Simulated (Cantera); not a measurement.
Charge: 1 mol B2O3, 8.2 mol H2O, 18 mol H2, at 1150 K and 2300 Pa.

Method: chemical equilibrium by Gibbs-energy minimisation in Cantera with the NASA 1993 tables (ideal gas, pure condensed phases). Candidate condensed phases: B, B2O3, B3O3H3, H2O; 23 gas species. Gases not in the tables: H3BO3. Kinetics and transport are ignored.

Base state: H2 0.687, H2O 0.312, HBO2 0.00145, (HBO2)3 0.000374 (mole fractions); condensed: B2O3(l).

Problem. What changes in the equilibrium state with this change: H2O from 8.2 to 1.2 mol?

Solution. 
| species | before | after |
|---|---|---|
| H2 | 0.687 | 0.937 |
| H2O | 0.312 | 0.0621 |
| HBO2 | 0.00145 | 0.000649 |
| (HBO2)3 | 0.000374 | 3.33e-5 |
| B2O3(l), mol | 0.966 | 0.993 |
